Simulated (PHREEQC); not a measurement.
PHREEQC input (ion-association model, wateq4f.dat):

```
SOLUTION_MASTER_SPECIES
  Amm  AmmH+  0  AmmH  17.031  # ammonia with no redox link, constants of NH4+
SOLUTION_SPECIES
  AmmH+ = AmmH+
    -log_k 0
  AmmH+ = Amm + H+
    -log_k -9.252
    -delta_h 12.48 kcal
    -analytic 0.6322 -0.001225 -2835.76
    -gamma 2.5 0.0
  AmmH+ + SO4-2 = AmmHSO4-
    -log_k 1.11
    -gamma 5.0 0.0
PHASES
  Amm(g)
    Amm = Amm
    -log_k 1.770
    -delta_h -8.170 kcal
EXCHANGE_SPECIES
  AmmH+ + X- = AmmHX
    -log_k 0.6
SOLUTION 1
  temp 25
  units mol/kgw
  pH 7 charge
  Cl 0.15
END
SELECTED_OUTPUT 1
  -reset false
  -pH true
  -pe true
  -ionic_strength true
  -water true
  -totals Amm Cl Fe K S Fe(2) Fe(3) S(-2) S(6)
  -molalities H+ Cl- Fe+2 K+ SO4-2 Fe+3 FeOH+2 FeOH+ Fe(OH)3- FeSO4+
    FeCl+2 FeCl2+ FeCl3 FeSO4 KSO4- HSO4- H2S HS- S-2 O2
    Fe(OH)2+ Fe(OH)3 Fe(OH)4- Fe(OH)2 FeHSO4+ OH- FeHSO4+2 Fe(SO4)2- Fe2(OH)2+4 Fe3(OH)4+5
    Fe(HS)2 Fe(HS)3- FeCl+ AmmH+ Amm AmmHSO4-
  -equilibrium_phases Jarosite-K Fe(OH)3(a)
PRINT
  -reset false
USE solution 1
REACTION 1
  (AmmH)2SO4 1
  0 0.00833 0.0167 0.025 0.0333 0.0417 0.05 0.0583 0.0667 0.075 0.0833 0.0917 0.1 moles
EQUILIBRIUM_PHASES 1
  Jarosite-K 0 0.5
  Fe(OH)3(a) 0 0
  O2(g) -0.68 10
END
```

Selected output (columns that matter, 13 of 13 rows; (NH4)2SO4 added (mol) added in front):

```
(NH4)2SO4 added (mol)	pH	mu	Amm	Cl	Fe	K	S	m_H+	m_Cl-	m_K+	m_SO4-2	m_Fe+3	m_FeSO4+	Jarosite-K
0	1.3088	0.1901	0	0.14979	0.039694	0.013231	0.026462	0.06143	0.13519	0.013159	0.0027571	0.0083743	0.013575	0.48675
0.00833	1.3099	0.19283	0.016637	0.1498	0.038083	0.012694	0.033707	0.061312	0.1381	0.012592	0.004099	0.0065613	0.015651	0.48729
0.0167	1.3172	0.19837	0.033356	0.1498	0.036822	0.012274	0.041226	0.060369	0.14039	0.012136	0.0057757	0.0052185	0.017187	0.48771
0.025	1.3281	0.20605	0.049936	0.14981	0.035791	0.01193	0.048829	0.058989	0.14211	0.011754	0.0077296	0.0042489	0.018223	0.48805
0.0333	1.3408	0.21538	0.066517	0.14981	0.0349	0.011633	0.056525	0.057411	0.14341	0.011418	0.009924	0.0035388	0.018875	0.48835
0.0417	1.3545	0.22604	0.083298	0.14982	0.034092	0.011364	0.064377	0.055763	0.14441	0.011108	0.012339	0.003005	0.019249	0.48862
0.05	1.3681	0.23746	0.09988	0.14982	0.033362	0.011121	0.072181	0.054165	0.14517	0.010826	0.014876	0.0026051	0.019417	0.48887
0.0583	1.3816	0.24952	0.11646	0.14982	0.032686	0.010895	0.080022	0.052637	0.14577	0.010563	0.017526	0.0022948	0.019447	0.48909
0.0667	1.3948	0.26221	0.13325	0.14983	0.032047	0.010682	0.087988	0.051179	0.14625	0.010314	0.020296	0.0020466	0.019381	0.48931
0.075	1.4074	0.27511	0.14983	0.14983	0.031458	0.010486	0.095887	0.049831	0.14663	0.010084	0.023099	0.001849	0.019252	0.4895
0.0833	1.4194	0.28827	0.16641	0.14983	0.030904	0.010301	0.10381	0.048575	0.14695	0.0098682	0.025948	0.0016871	0.019082	0.48969
0.0917	1.4311	0.30179	0.1832	0.14984	0.030379	0.010126	0.11185	0.047391	0.14721	0.0096631	0.028865	0.0015509	0.018883	0.48986
0.1	1.4421	0.3153	0.19979	0.14984	0.029891	0.0099635	0.11982	0.046304	0.14743	0.0094728	0.031769	0.0014376	0.01867	0.49003
```
